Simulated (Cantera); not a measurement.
## C + CO2 (carbon deposition, reforming and gasification)

Feed: 1 mol C, 0.52 mol CO2, equilibrated at 1800 °C and 40.0 bar.

Equilibrium computed with Cantera from the NASA thermochemical tables; the gas is ideal and each condensed phase is pure. Candidate condensed phases: C; 12 gas species. The ideal-gas law is rough above about 30 bar. Rates play no part.

```yaml
x(CO): 0.999
x(CO2): 0.000730
n(C(graphite)): 0.481 mol
gas_amount: 1.039 mol
```
